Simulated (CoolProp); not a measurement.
Values from CoolProp's reference Helmholtz-energy equation of state, Zhou 2012.

Task: For o-xylene, give the phase and the cv (kJ/(kg K)), isothermal compressibility (1/MPa), conductivity (mW/(m K)), fugacity coefficient at 346.85 °C and 0.591 MPa.

Result: 
- 346.85 °C and 0.591 MPa: gas; cv 2.22, isothermal compressibility 1.81, conductivity 44.0, fugacity coefficient 0.938

Thermal conductivity comes from a separate model (Mylona 2014).
